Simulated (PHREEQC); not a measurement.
1 kg of water holding 0.1 mol NaHCO3 meets 20 L of dry gas (O2 1 by moles) at fixed total pressure, at 30 atm; fugacities by Peng-Robinson. The gases take part in no redox reaction, some water evaporates into the gas, and hydrates or a liquid gas phase aren't modelled. Nothing may precipitate in this run.

Equilibrium calculation in PHREEQC: ion-association model, phreeqc.dat.

```csv
T (°C),dissolved O2 (mol/kgw),φ of O2
10,0.0469,0.967
20,0.0384,0.971
30,0.0326,0.975
40,0.0286,(withheld)
50,0.0258,0.981
60,0.0239,(withheld)
70,0.0225,(withheld)
80,0.0216,(withheld)
90,0.0211,0.990
```

What belongs in the gaps?


- 40, φ of O2: 0.978
- 60, φ of O2: 0.984
- 70, φ of O2: 0.986
- 80, φ of O2: 0.988

Away from 25 °C the constants follow the database's enthalpies or fits; those with neither stay at their 25 °C values.
